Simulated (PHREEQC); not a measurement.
**Copper plating or etch bath (model solution)**

Consider water at 5 °C with 0.0076 mol/kgw CuSO4, 0.22 mol/kgw H2SO4 and 0.00024 mol/kgw KCl. Closed to the air; pH follows from the charge balance.

Model: ion-association model, wateq4f.dat, run in PHREEQC.

No solid was allowed to form.

Problem. Estimate the pH, activity of water, ionic strength.

Solution. pH 0.70; activity of water 0.992; ionic strength 0.309 mol/kgw.

Problem. In which forms is K present?

Solution. K+ 96 %, KSO4- 4.4 % of the K.

At this temperature some constants are extrapolated from 25 °C, and those without enthalpy data are left unchanged.
